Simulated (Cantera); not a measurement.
## Formation from one mole of Br2

Standard-state values (1 bar) from the NASA 1993 polynomials, evaluated with Cantera. Values are per mole of reaction as written; species without (g) are pure solids or liquids, kept so even where they would boil at 1 bar.

Hg + Br2(g) ⇌ HgBr2

```tsv
T (K)	ΔH° (kJ)	ΔS° (J/K)	ΔG° (kJ)	log10 K
575	-177.1	-104.5	-117.0	10.63
600	-176.1	-102.9	-114.4	9.96
625	-175.2	-101.3	-111.8	9.35
650	-174.2	-99.9	-109.3	8.79
675	-173.3	-98.4	-106.9	8.27
700	-172.4	-97.1	-104.4	7.79
```

Ca + Br2(g) ⇌ CaBr2

```
T (K)  ΔH° (kJ)  ΔS° (J/K)  ΔG° (kJ)  log10 K
-----  --------  ---------  --------  -------
575      -710.4     -149.3    -624.5    56.73
600      -710.1     -148.8    -620.8    54.05
625      -709.7     -148.2    -617.1    51.57
650      -709.4     -147.8    -613.4    49.29
675      -709.1     -147.3    -609.7    47.18
700      -708.8     -146.9    -606.0    45.22
```

Mg + Br2(g) ⇌ MgBr2

```tsv
T (K)	ΔH° (kJ)	ΔS° (J/K)	ΔG° (kJ)	log10 K
575	-551.2	-151.4	-464.1	42.16
600	-550.8	-150.8	-460.3	40.07
625	-550.4	-150.1	-456.5	38.15
650	-550.0	-149.5	-452.8	36.39
675	-549.5	-148.9	-449.1	34.75
700	-549.1	-148.3	-445.4	33.23
```

Ba + Br2(g) ⇌ BaBr2

```tsv
T (K)	ΔH° (kJ)	ΔS° (J/K)	ΔG° (kJ)	log10 K
575	-785.1	-150.9	-698.3	63.44
600	-784.8	-150.4	-694.6	60.47
625	-784.5	-149.9	-690.8	57.73
650	-784.1	-149.3	-687.1	55.21
675	-783.8	-148.8	-683.4	52.88
700	-783.5	-148.4	-679.6	50.71
```
